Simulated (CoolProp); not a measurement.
Vapour-liquid equilibrium of ethane (1) + propane (2) at 230.3 K; x and y are mole fractions of (1).

The numbers come from the multi-fluid Helmholtz-energy mixture model, Bücker 2006 and Lemmon 2009; pair parameters Kunz 2012 in CoolProp.

### Question
Give the bubble pressure and the first vapour's composition at x = 0.125, 0.5, 0.875. Is there an azeotrope?

### Answer
x = 0.125: 1.667 bar, y = 0.470; x = 0.5: 3.793 bar, y = 0.856; x = 0.875: 6.210 bar, y = 0.977. No azeotrope shows between x = 0.05 and 0.95.

The pair parameters rest on a limited set of measurements; away from them the model extrapolates.
